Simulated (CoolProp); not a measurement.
The numbers come from the reference Helmholtz-energy equation of state, Gao 2022 in CoolProp.

For n-perfluorohexane, give the phase and the density (kg/m³), cp (kJ/(kg K)), isothermal compressibility (1/MPa), fugacity coefficient at 37.35 °C and 3.91 MPa; 136.95 °C and 3.91 MPa; 156.95 °C and 3.91 MPa.


- 37.35 °C and 3.91 MPa: liquid; density 1660, cp 1.06, isothermal compressibility 0.00282, fugacity coefficient 0.0165
- 136.95 °C and 3.91 MPa: liquid; density 1330, cp 1.21, isothermal compressibility 0.0143, fugacity coefficient 0.207
- 156.95 °C and 3.91 MPa: liquid; density 1240, cp 1.25, isothermal compressibility 0.0242, fugacity coefficient 0.279
